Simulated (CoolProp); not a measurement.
Properties of chlorine along the isotherm 361.2 K.

Model: reference Helmholtz-energy equation of state, Thol 2021, in CoolProp.

```tsv
p (kPa)	phase	Z	cp (kJ/(kg K))	speed of sound (m/s)	expansivity (1/kK)
1470	gas	0.8928	0.6083	221.1	4.007
2940	gas	0.7498	0.8907	201.1	7.311
4410	liquid	0.08855	1.170	544.0	___
5880	liquid	0.1169	___	565.3	3.643
7350	liquid	0.1449	1.112	584.6	3.424
8820	liquid	0.1725	1.090	602.4	3.242
10300	liquid	___	1.071	___	___
11800	liquid	0.2275	1.055	634.9	2.953
13200	liquid	0.2530	1.042	648.8	2.842
14700	liquid	0.2800	1.029	662.9	2.738
16200	liquid	0.3068	___	676.3	2.645
17600	liquid	0.3316	1.008	___	2.566
19100	liquid	0.3580	___	700.4	2.490
```

Question: What belongs in the gaps?

Answer: 
- 4410, expansivity (1/kK): 3.915
- 5880, cp (kJ/(kg K)): 1.138
- 10300, Z: 0.2000
- 10300, speed of sound (m/s): 619.1
- 10300, expansivity (1/kK): 3.087
- 16200, cp (kJ/(kg K)): 1.017
- 17600, speed of sound (m/s): 688.2
- 19100, cp (kJ/(kg K)): 0.9984
